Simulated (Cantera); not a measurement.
Input (Python, Cantera) and output of one run.

```python
import numpy as np
import cantera as ct

gas_names = """
    B BH BH2 BH3 BN B2 H H2 N NH NH2 NH3 N2 N2H2 N2H4
""".split()
cond_names = """
    B(b) B(L) BN(s)
""".split()


# ... load() reads the species with a 1 bar reference pressure and builds the phases ...
atoms = {
    'B': {'B': 1},
    'NH3': {'N': 1, 'H': 3},
}
top_T = {'BN(s)': 3200}  # K; cautious upper limits of use, not melting points


# ... equilibrate(T, P, feed) seeds the gas with the atoms and calls Mixture.equilibrate('TP', solver="vcs", rtol=1e-11, max_steps=5000) ...
results = []
feed = {'B': 1, 'NH3': 1}  # mol
P = 13332.2  # Pa
for T in [850, 1050, 1250, 1450, 1650, 1850, 2050, 2250]:
    mix = equilibrate(T, P, feed)
    results.append((T, P, feed, dict(zip(mix.species_names, mix.species_moles))))

top = {s: max(r[3][s] / sum(r[3][g] for g in gas_names) for r in results) for s in gas_names}
cols = sorted((s for s in top if top[s] > 1e-05), key=lambda s: -top[s])[:9]
seen = [c for c in cond_names if any(r[3].get(c, 0) > 1e-12 for r in results)]
print("log10 of partial pressures in bar; condensed amounts in mol")
print(f"{'T/K':>10s}" + "".join(f"{s[:9]:>10s}" for s in cols + seen))
for T, P, feed, n in results:
    ng = sum(n[g] for g in gas_names)
    print(f"{T:10.4g}" + "".join(f"{np.log10(max(n[s] / ng * P / 1e5, 1e-99)):10.3f}" for s in cols)
          + "".join(f"{n.get(c, 0):10.4g}" for c in seen))
```

Result:

```
log10 of partial pressures in bar; condensed amounts in mol
       T/K        H2        N2         H       BH2         B       BH3        BH      B(b)     BN(s)
       850    -0.875   -15.776   -11.126   -14.011   -29.541   -11.935   -25.338         0         1
      1050    -0.875   -11.128    -8.528   -11.093   -22.361   -10.202   -19.569         0         1
      1250    -0.875    -8.735    -6.753    -8.739   -17.108    -8.663   -15.278         0         1
      1450    -0.875    -7.156    -5.462    -6.966   -13.237    -7.486   -12.107         0         1
      1650    -0.875    -5.912    -4.479    -5.655   -10.336    -6.629    -9.738         0         1
      1850    -0.876    -4.922    -3.707    -4.641    -8.079    -5.973    -7.898         0    0.9997
      2050    -0.879    -3.613    -3.084    -4.087    -6.523    -5.709    -6.680  0.004559    0.9945
      2250    -0.895    -2.490    -2.577    -3.673    -5.272    -5.541    -5.715    0.0728    0.9246
```

Method: chemical equilibrium by Gibbs-energy minimisation in Cantera with the NASA 1993 tables (ideal gas, pure condensed phases). Mutual solubility and eutectic melting of coexisting phases are not modelled. The tables' values for BH2 are old estimates; treat these amounts as uncertain. Gases not in the tables: B2H6 and higher boranes.
